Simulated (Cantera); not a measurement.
## C2H6 + NH3 + H2 (carbon deposition, reforming and gasification)

A closed system holds: 1 mol C2H6, 0.024 mol NH3, 6.7 mol H2, at 0.510 bar.

Cantera equilibrium calculation (NASA polynomials, part measured and part estimated; ideal gas, pure solids and liquids). Candidate condensed phases: C, C6H6, C7H8, C8H18; 110 gas species. Ions and electrons are included (thermal ionisation). The numbers say what is thermodynamically allowed, not how fast it happens.

From 1727 °C to 2727 °C the condensed part is C(graphite). From 3227 °C to 4727 °C nothing is condensed. The main C-bearing gas is C2H2 (acetylene) at 1727 °C and C at 4727 °C.

| T (°C) | x H2 | x H | x C | x C2H2 (acetylene) | x C3 | x C2H | n C(graphite) |
|---|---|---|---|---|---|---|---|
| 1727 | 0.995 | 0.00227 | 5.97e-11 | 0.000765 | 5.43e-11 | 3.27e-8 | 1.98 |
| 2227 | 0.953 | 0.0344 | 3.26e-7 | 0.0103 | 9.75e-7 | 2.67e-5 | 1.78 |
| 2727 | 0.754 | 0.192 | 9.94e-5 | 0.0469 | 0.000612 | 0.00205 | 0.836 |
| 3227 | 0.406 | 0.527 | 0.00353 | 0.0320 | 0.0128 | 0.0131 | 0 |
| 3727 | 0.131 | 0.807 | 0.0250 | 0.00295 | 0.0142 | 0.00891 | 0 |
| 4227 | 0.0334 | 0.885 | 0.0673 | 9.92e-5 | 0.00311 | 0.00179 | 0 |
| 4727 | 0.00995 | 0.898 | 0.0874 | 2.03e-6 | 0.000188 | 0.000161 | 0 |
x: gas mole fraction; n: condensed amount in mol.
